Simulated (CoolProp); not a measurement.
Properties of the fluoroketone C6F12O (FK-5-1-12) along the isobar 2500 kPa.

Computed with CoolProp (reference Helmholtz-energy equation of state, McLinden 2015).

```json
[
 {"T (K)": "262.8", "phase": "liquid", "Z": "0.2112", "isothermal compressibility (1/MPa)": "0.001816", "expansivity (1/kK)": "1.584", "fugacity coefficient": "0.003445"},
 {"T (K)": "268.2", "phase": "liquid", "Z": "0.2087", "isothermal compressibility (1/MPa)": "…", "expansivity (1/kK)": "1.609", "fugacity coefficient": "0.004651"},
 {"T (K)": "273.6", "phase": "liquid", "Z": "0.2064", "isothermal compressibility (1/MPa)": "0.002059", "expansivity (1/kK)": "1.636", "fugacity coefficient": "0.006182"},
 {"T (K)": "278.9", "phase": "liquid", "Z": "0.2042", "isothermal compressibility (1/MPa)": "0.002194", "expansivity (1/kK)": "…", "fugacity coefficient": "0.008059"},
 {"T (K)": "284.3", "phase": "liquid", "Z": "0.2022", "isothermal compressibility (1/MPa)": "0.002344", "expansivity (1/kK)": "1.695", "fugacity coefficient": "0.01042"},
 {"T (K)": "289.7", "phase": "liquid", "Z": "0.2003", "isothermal compressibility (1/MPa)": "0.002508", "expansivity (1/kK)": "…", "fugacity coefficient": "0.01329"},
 {"T (K)": "295.1", "phase": "liquid", "Z": "0.1985", "isothermal compressibility (1/MPa)": "…", "expansivity (1/kK)": "1.765", "fugacity coefficient": "0.01676"},
 {"T (K)": "300.4", "phase": "liquid", "Z": "0.1968", "isothermal compressibility (1/MPa)": "0.002881", "expansivity (1/kK)": "1.804", "fugacity coefficient": "0.02081"},
 {"T (K)": "305.8", "phase": "liquid", "Z": "0.1953", "isothermal compressibility (1/MPa)": "0.003098", "expansivity (1/kK)": "1.846", "fugacity coefficient": "0.02567"},
 {"T (K)": "311.2", "phase": "liquid", "Z": "0.1938", "isothermal compressibility (1/MPa)": "0.003337", "expansivity (1/kK)": "1.891", "fugacity coefficient": "0.03135"},
 {"T (K)": "316.6", "phase": "liquid", "Z": "…", "isothermal compressibility (1/MPa)": "0.003602", "expansivity (1/kK)": "1.940", "fugacity coefficient": "0.03793"},
 {"T (K)": "321.9", "phase": "liquid", "Z": "0.1913", "isothermal compressibility (1/MPa)": "0.003890", "expansivity (1/kK)": "1.992", "fugacity coefficient": "0.04533"},
 {"T (K)": "327.3", "phase": "liquid", "Z": "0.1902", "isothermal compressibility (1/MPa)": "0.004217", "expansivity (1/kK)": "2.049", "fugacity coefficient": "0.05391"},
 {"T (K)": "332.7", "phase": "liquid", "Z": "0.1892", "isothermal compressibility (1/MPa)": "0.004582", "expansivity (1/kK)": "…", "fugacity coefficient": "0.06360"},
 {"T (K)": "338.1", "phase": "liquid", "Z": "0.1884", "isothermal compressibility (1/MPa)": "…", "expansivity (1/kK)": "2.178", "fugacity coefficient": "0.07446"},
 {"T (K)": "343.4", "phase": "liquid", "Z": "0.1877", "isothermal compressibility (1/MPa)": "0.005443", "expansivity (1/kK)": "2.250", "fugacity coefficient": "0.08632"}
]
```

Some entries are withheld; supply them.


- 268.2, isothermal compressibility (1/MPa): 0.001933
- 278.9, expansivity (1/kK): 1.664
- 289.7, expansivity (1/kK): 1.729
- 295.1, isothermal compressibility (1/MPa): 0.002688
- 316.6, Z: 0.1925
- 332.7, expansivity (1/kK): 2.110
- 338.1, isothermal compressibility (1/MPa): 0.004991
